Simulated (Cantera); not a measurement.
Input (Python, Cantera) and output of one run.

```python
import numpy as np
import cantera as ct

gas_names = """
    CL CL2 H HCL H2 Si SiCL SiCL2 SiCL3 SiCL4 SiH SiHCL3 SiH2 SiH2CL2 SiH3 SiH3CL SiH4 Si2 Si3
""".split()
cond_names = """
    Si(cr) Si(L)
""".split()


# ... load() reads the species with a 1 bar reference pressure and builds the phases ...
atoms = {
    'Si2H6': {'Si': 2, 'H': 6},
    'Cl2': {'CL': 2},
    'H2': {'H': 2},
}
top_T = {}  # K; cautious upper limits of use, not melting points


# ... equilibrate(T, P, feed) seeds the gas with the atoms and calls Mixture.equilibrate('TP', solver="vcs", rtol=1e-11, max_steps=5000) ...
results = []
feed = {'Si2H6': 1, 'Cl2': 0.49, 'H2': 65}  # mol
P = 10000  # Pa
for T in [900, 950, 1000, 1050, 1100, 1150, 1200, 1250, 1300, 1350, 1400, 1450]:
    mix = equilibrate(T, P, feed)
    results.append((T, P, feed, dict(zip(mix.species_names, mix.species_moles))))
    x = sorted(zip(gas.X, gas.species_names), reverse=True)
    print(f"T = {T:g} K  P = {P:g} Pa  gas = {mix.phase_moles(0):.4g} mol")
    print("   x: " + "  ".join(f"{s} {v:.3e}" for v, s in x if v > 1e-05))
    print("   condensed (mol): " + ("  ".join(f"{mix.phase(i).name} {mix.phase_moles(i):.4g}"
          for i in range(1, mix.n_phases) if mix.phase_moles(i) > 1e-12) or "none"))
```

Output:

```
T = 900 K  P = 10000 Pa  gas = 68.27 mol
   x: H2 9.937e-01  HCL 2.970e-03  SiCL4 1.609e-03  SiHCL3 1.529e-03  SiH2CL2 1.378e-04  SiCL3 2.018e-05  SiCL2 1.206e-05
   condensed (mol): Si(cr) 1.774
T = 950 K  P = 10000 Pa  gas = 68.3 mol
   x: H2 9.925e-01  HCL 4.660e-03  SiCL4 1.335e-03  SiHCL3 1.304e-03  SiH2CL2 1.292e-04  SiCL3 3.657e-05  SiCL2 3.345e-05
   condensed (mol): Si(cr) 1.806
T = 1000 K  P = 10000 Pa  gas = 68.34 mol
   x: H2 9.910e-01  HCL 6.754e-03  SiHCL3 1.023e-03  SiCL4 9.896e-04  SiH2CL2 1.141e-04  SiCL2 7.824e-05  SiCL3 5.654e-05
   condensed (mol): Si(cr) 1.845
T = 1050 K  P = 10000 Pa  gas = 68.39 mol
   x: H2 9.893e-01  HCL 8.996e-03  SiHCL3 7.107e-04  SiCL4 6.225e-04  SiCL2 1.529e-04  SiH2CL2 9.249e-05  SiCL3 7.248e-05
   condensed (mol): Si(cr) 1.887
T = 1100 K  P = 10000 Pa  gas = 68.43 mol
   x: H2 9.879e-01  HCL 1.094e-02  SiHCL3 4.208e-04  SiCL4 3.159e-04  SiCL2 2.467e-04  SiCL3 7.483e-05  SiH2CL2 6.719e-05
   condensed (mol): Si(cr) 1.923
T = 1150 K  P = 10000 Pa  gas = 68.46 mol
   x: H2 9.870e-01  HCL 1.221e-02  SiCL2 3.326e-04  SiHCL3 2.128e-04  SiCL4 1.297e-04  SiCL3 6.279e-05  SiH2CL2 4.382e-05
   condensed (mol): Si(cr) 1.946
T = 1200 K  P = 10000 Pa  gas = 68.48 mol
   x: H2 9.865e-01  HCL 1.285e-02  SiCL2 3.949e-04  SiHCL3 9.799e-05  SiCL4 4.691e-05  SiCL3 4.595e-05  SiH2CL2 2.680e-05
   condensed (mol): Si(cr) 1.958
T = 1250 K  P = 10000 Pa  gas = 68.48 mol
   x: H2 9.863e-01  HCL 1.310e-02  SiCL2 4.381e-04  SiHCL3 4.440e-05  SiCL3 3.185e-05  SiCL4 1.658e-05  SiH2CL2 1.618e-05
   condensed (mol): Si(cr) 1.962
T = 1300 K  P = 10000 Pa  gas = 68.49 mol
   x: H2 9.863e-01  HCL 1.319e-02  SiCL2 4.707e-04  SiCL3 2.194e-05  SiHCL3 2.067e-05
   condensed (mol): Si(cr) 1.964
T = 1350 K  P = 10000 Pa  gas = 68.49 mol
   x: H2 9.862e-01  HCL 1.321e-02  SiCL2 4.978e-04  SiCL3 1.532e-05  SiHCL3 1.005e-05
   condensed (mol): Si(cr) 1.963
T = 1400 K  P = 10000 Pa  gas = 68.49 mol
   x: H2 9.862e-01  HCL 1.320e-02  SiCL2 5.217e-04  H 1.528e-05  SiCL3 1.091e-05
   condensed (mol): Si(cr) 1.963
T = 1450 K  P = 10000 Pa  gas = 68.49 mol
   x: H2 9.862e-01  HCL 1.318e-02  SiCL2 5.434e-04  H 2.970e-05
   condensed (mol): Si(cr) 1.962
```

Cantera equilibrium calculation (NASA polynomials, part measured and part estimated; ideal gas, pure solids and liquids). The feed counts by its element totals alone. The tables' values for SiCl3 are old estimates; treat these amounts as uncertain.
